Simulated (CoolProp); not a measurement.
Dimethyl carbonate along the isobar 846 kPa: Z from the reference equation and from simpler models built on Tc = 557.0 K, pc = 4909 kPa, ω = 0.346; each cubic takes its own stable root.

Model: reference Helmholtz-energy equation of state, Zhou 2011, in CoolProp.

| T (K) | phase | reference |
|---|---|---|
| 368 | liquid | 0.02572 |
| 382.9 | liquid | 0.02529 |
| 397.8 | liquid | 0.02493 |
| 412.7 | liquid | 0.02465 |
| 427.6 | liquid | 0.02446 |
| 442.5 | liquid | 0.02435 |
| 457.4 | gas | 0.8749 |
| 472.3 | gas | 0.8890 |
| 487.2 | gas | 0.9009 |
| 502 | gas | 0.9110 |
| 516.9 | gas | 0.9198 |

Question: How far does each simpler model (Redlich-Kwong, Soave-Redlich-Kwong, Peng-Robinson) lie from the reference over these 11 states: mean and median of the absolute difference, and the worst?

Answer: 
- Redlich-Kwong: mean 635.8 %, median 17.6 %, worst +3495.5 % at 442.5 K and 846 kPa
- Soave-Redlich-Kwong: mean 6.8 %, median 11.9 %, worst +13.6 % at 442.5 K and 846 kPa
- Peng-Robinson: mean 0.8 %, median 0.9 %, worst -1.1 % at 382.9 K and 846 kPa

At some of these states Redlich-Kwong gives the other phase, because its saturation line lies elsewhere.
